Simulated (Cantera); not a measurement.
# NO annealing gas

An isothermal, constant-pressure homogeneous reactor starts with NO : N₂ = 1 : 0.91 (molar parts), at 1523 K and 23000 Pa.

Computed with Cantera and GRI-Mech 3.0 (53 species, 325 reactions).

```csv
t (s),x NO,x N₂O,x O,x N₂,x O₂
7.00e-5,0.524,5.43e-8,4.44e-8,0.476,1.49e-11
0.000449,0.524,3.48e-7,1.22e-7,0.476,3.75e-10
0.00288,0.524,2.21e-6,1.41e-7,0.476,6.31e-9
0.0185,0.524,1.32e-5,2.07e-7,0.476,2.15e-7
0.118,0.523,5.77e-5,5.31e-7,0.477,1.83e-5
0.759,0.522,8.98e-5,7.63e-7,0.477,0.000471
4.86,0.516,8.75e-5,1.01e-6,0.480,0.00360
31.2,0.478,7.45e-5,1.89e-6,0.499,0.0222
200,0.324,3.36e-5,3.72e-6,0.576,0.0991
```
x: mole fraction; the columns are a selection and need not sum to one.

Equilibrium at this temperature and pressure: NO 0.00148, N₂O 4.19e-8, O 5.91e-6, N₂ 0.737, O₂ 0.261 (gas phase only).
